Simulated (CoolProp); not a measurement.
Vapour-liquid equilibrium of hydrogen sulfide (1) + n-butane (2) at 196.9 K; x and y are mole fractions of (1).

Model: multi-fluid Helmholtz-energy mixture model, Lemmon 2006 and Bücker 2006; pair parameters Kunz 2012, in CoolProp.

```csv
x,"bubble pressure, mixture model (MPa)","bubble pressure, Raoult's law (MPa)","y, mixture model","y, Raoult's law"
0.05,0.01059,0.003535,…,0.592
0.125,0.02071,0.006561,0.934,0.798
0.2,…,0.009587,0.953,0.873
0.275,0.03164,0.01261,0.961,0.913
0.35,0.03412,0.01564,0.965,0.937
0.425,0.03548,0.01867,0.967,0.953
0.5,0.03619,0.02169,0.968,0.965
0.575,…,0.02472,0.969,0.974
0.65,0.03689,0.02775,0.969,0.981
0.725,0.03730,0.03077,0.971,0.986
0.8,…,0.03380,…,0.991
0.875,0.03900,0.03682,0.978,0.995
0.95,0.04053,0.03985,…,0.998
```

Q: Some entries are withheld; supply them.

A: 
- 0.05, y, mixture model: 0.863
- 0.2, bubble pressure, mixture model (MPa): 0.02743
- 0.575, bubble pressure, mixture model (MPa): 0.03658
- 0.8, bubble pressure, mixture model (MPa): 0.03796
- 0.8, y, mixture model: 0.973
- 0.95, y, mixture model: 0.988

The largest gap from Raoult's law is +215.7 % in bubble pressure, at x = 0.125. No azeotrope shows between x = 0.05 and 0.95.

The pair parameters rest on a limited set of measurements; away from them the model extrapolates. With so large a gap from Raoult's law the liquid may split in two, which this calculation doesn't test in full.
